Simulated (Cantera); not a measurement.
Cantera run:

```python
import numpy as np
import cantera as ct

gas_names = """
    CL CL2 H HCL H2 N NH NH2 NH3 N2 N2H2 N2H4 Si SiCL SiCL2 SiCL3 SiCL4 SiH SiHCL3 SiH2 SiH2CL2 SiH3
    SiH3CL SiH4 SiN Si2 Si2N Si3
""".split()
cond_names = """
    NH4CL(a) NH4CL(b) Si(cr) Si(L) Si3N4(a)
""".split()


# ... load() reads the species with a 1 bar reference pressure and builds the phases ...
atoms = {
    'Si3H8': {'Si': 3, 'H': 8},
    'Cl2': {'CL': 2},
    'N2': {'N': 2},
}
top_T = {'Si3N4(a)': 2400}  # K; cautious upper limits of use, not melting points


# ... equilibrate(T, P, feed) seeds the gas with the atoms and calls Mixture.equilibrate('TP', solver="vcs", rtol=1e-11, max_steps=5000) ...
results = []
feed = {'Si3H8': 1, 'Cl2': 0.034, 'N2': 200}  # mol
T = 1700  # K
P = 133.322  # Pa
mix = equilibrate(T, P, feed)
results.append((T, P, feed, dict(zip(mix.species_names, mix.species_moles))))
x = sorted(zip(gas.X, gas.species_names), reverse=True)
print(f"T = {T:g} K  P = {P:g} Pa  gas = {mix.phase_moles(0):.4g} mol")
print("   x: " + "  ".join(f"{s} {v:.3e}" for v, s in x if v > 1e-06))
print("   condensed (mol): " + ("  ".join(f"{mix.phase(i).name} {mix.phase_moles(i):.4g}"
      for i in range(1, mix.n_phases) if mix.phase_moles(i) > 1e-12) or "none"))
```

Result:

```
T = 1700 K  P = 133.322 Pa  gas = 204.2 mol
   x: N2 9.794e-01  H2 1.916e-02  H 5.586e-04  Si 5.090e-04  HCL 2.889e-04  Si2N 2.011e-05  SiCL2 1.561e-05  SiN 1.114e-05  CL 6.549e-06  SiCL 6.291e-06  SiH 3.981e-06  Si2 2.231e-06
   condensed (mol): Si(L) 2.879
```

Equilibrium computed with Cantera from the NASA thermochemical tables; the gas is ideal and each condensed phase is pure. The feed counts by its element totals alone. The tables' values for SiN are old estimates; treat these amounts as uncertain.
